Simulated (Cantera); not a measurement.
A Cantera script and what it prints.

```python
import numpy as np
import cantera as ct

gas_names = [...]  # 95 gases of nasa_gas.yaml made of C, F, H
cond_names = """
    C(gr) C6H6(L) C7H8(L) C8H18(L),n-octa
""".split()


# ... load() reads the species with a 1 bar reference pressure and builds the phases ...
atoms = {
    'CH3F': {'C': 1, 'H': 3, 'F': 1},
}
top_T = {'C(gr)': 4500}  # K; cautious upper limits of use, not melting points


# ... equilibrate(T, P, feed) seeds the gas with the atoms and calls Mixture.equilibrate('TP', solver="vcs", rtol=1e-11, max_steps=5000) ...
results = []
feed = {'CH3F': 1}  # mol
T = 2273.15  # K
for P in [1, 5.2, 27, 140, 720, 3700, 19000, 100000]:
    mix = equilibrate(T, P, feed)
    results.append((T, P, feed, dict(zip(mix.species_names, mix.species_moles))))

top = {s: max(r[3][s] / sum(r[3][g] for g in gas_names) for r in results) for s in gas_names}
cols = sorted((s for s in top if top[s] > 1e-05), key=lambda s: -top[s])[:7]
seen = [c for c in cond_names if any(r[3].get(c, 0) > 1e-12 for r in results)]
print("log10 of partial pressures in bar; condensed amounts in mol")
print(f"{'P/Pa':>10s}" + "".join(f"{s[:9]:>10s}" for s in cols + seen))
for T, P, feed, n in results:
    ng = sum(n[g] for g in gas_names)
    print(f"{P:10.4g}" + "".join(f"{np.log10(max(n[s] / ng * P / 1e5, 1e-99)):10.3f}" for s in cols)
          + "".join(f"{n.get(c, 0):10.4g}" for c in seen))
```

It prints:

```
log10 of partial pressures in bar; condensed amounts in mol
      P/Pa         H        HF        H2         F C2H2,acet        C3         C     C(gr)
         1    -5.223    -5.464    -6.294    -7.354    -8.718    -7.995    -8.269    0.9874
       5.2    -4.622    -4.700    -5.093    -7.191    -7.517    -7.995    -8.269    0.9946
        27    -4.127    -3.935    -4.104    -6.920    -6.527    -7.995    -8.269    0.9943
       140    -3.705    -3.187    -3.260    -6.594    -5.683    -7.995    -8.269    0.9934
       720    -3.321    -2.458    -2.491    -6.250    -4.914    -7.995    -8.269    0.9929
      3700    -2.953    -1.739    -1.755    -5.899    -4.178    -7.995    -8.269    0.9927
   1.9e+04    -2.592    -1.025    -1.033    -5.546    -3.456    -7.995    -8.269    0.9925
     1e+05    -2.229    -0.302    -0.307    -5.186    -2.730    -7.995    -8.269    0.9924
```

Cantera equilibrium calculation (NASA polynomials, part measured and part estimated; ideal gas, pure solids and liquids).
